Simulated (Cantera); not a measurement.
An adiabatic, constant-volume homogeneous reactor starts with H2 : O2 : N2 : NO = 1 : 0.25 : 0.94 : 0.0039 (molar parts), at 1275 K and 750 Torr.

Computed with Cantera and GRI-Mech 3.0 (53 species, 325 reactions). The mechanism lacks 2 NO + O2 → 2 NO2 and HONO, so NO2 and the effect of NO are under-described below about 1400 K.

x: mole fraction; the columns are a selection and need not sum to one.

```json
[
 {"t (s)": "1.00e-6", "T (K)": "1275", "P (bar)": "1.00", "x H2": "0.456", "x O2": "0.114", "x NO": "0.00178", "x OH": "6.08e-10", "x H": "1.55e-8", "x O": "8.90e-10"},
 {"t (s)": "3.36e-6", "T (K)": "1275", "P (bar)": "1.00", "x H2": "0.456", "x O2": "0.114", "x NO": "0.00178", "x OH": "[?]", "x H": "[?]", "x O": "[?]"},
 {"t (s)": "1.13e-5", "T (K)": "1275", "P (bar)": "1.00", "x H2": "0.456", "x O2": "0.114", "x NO": "0.00178", "x OH": "1.82e-7", "x H": "4.11e-6", "x O": "3.01e-7"},
 {"t (s)": "3.80e-5", "T (K)": "2004", "P (bar)": "1.52", "x H2": "0.191", "x O2": "0.00333", "x NO": "0.00184", "x OH": "0.0142", "x H": "0.131", "x O": "0.00712"},
 {"t (s)": "0.000128", "T (K)": "2872", "P (bar)": "2.05", "x H2": "0.239", "x O2": "0.000472", "x NO": "0.00187", "x OH": "0.0116", "x H": "0.0392", "x O": "0.00119"},
 {"t (s)": "0.000429", "T (K)": "2887", "P (bar)": "2.06", "x H2": "0.239", "x O2": "0.000444", "x NO": "0.00162", "x OH": "0.0114", "x H": "0.0378", "x O": "0.00112"},
 {"t (s)": "0.00144", "T (K)": "2888", "P (bar)": "2.06", "x H2": "0.239", "x O2": "0.000446", "x NO": "0.00149", "x OH": "0.0114", "x H": "0.0379", "x O": "0.00112"},
 {"t (s)": "0.00485", "T (K)": "2888", "P (bar)": "2.06", "x H2": "0.239", "x O2": "0.000446", "x NO": "0.00148", "x OH": "0.0114", "x H": "0.0379", "x O": "0.00112"},
 {"t (s)": "0.0163", "T (K)": "2888", "P (bar)": "2.06", "x H2": "0.239", "x O2": "0.000446", "x NO": "0.00148", "x OH": "0.0114", "x H": "0.0379", "x O": "0.00112"},
 {"t (s)": "0.0548", "T (K)": "2888", "P (bar)": "2.06", "x H2": "0.239", "x O2": "0.000446", "x NO": "0.00148", "x OH": "0.0114", "x H": "0.0379", "x O": "0.00112"},
 {"t (s)": "0.184", "T (K)": "2888", "P (bar)": "2.06", "x H2": "0.239", "x O2": "0.000446", "x NO": "0.00148", "x OH": "0.0114", "x H": "0.0379", "x O": "0.00112"},
 {"t (s)": "0.619", "T (K)": "2888", "P (bar)": "2.06", "x H2": "0.239", "x O2": "0.000446", "x NO": "0.00148", "x OH": "0.0114", "x H": "0.0379", "x O": "0.00112"},
 {"t (s)": "2.08", "T (K)": "2888", "P (bar)": "2.06", "x H2": "0.239", "x O2": "0.000446", "x NO": "0.00148", "x OH": "0.0114", "x H": "0.0379", "x O": "0.00112"},
 {"t (s)": "7.00", "T (K)": "2888", "P (bar)": "2.06", "x H2": "0.239", "x O2": "0.000446", "x NO": "0.00148", "x OH": "0.0114", "x H": "0.0379", "x O": "0.00112"}
]
```

**Question.** Some entries are withheld; supply them.

**Answer.** 
- 3.36e-6, x OH: 4.23e-9
- 3.36e-6, x H: 9.56e-8
- 3.36e-6, x O: 6.73e-9
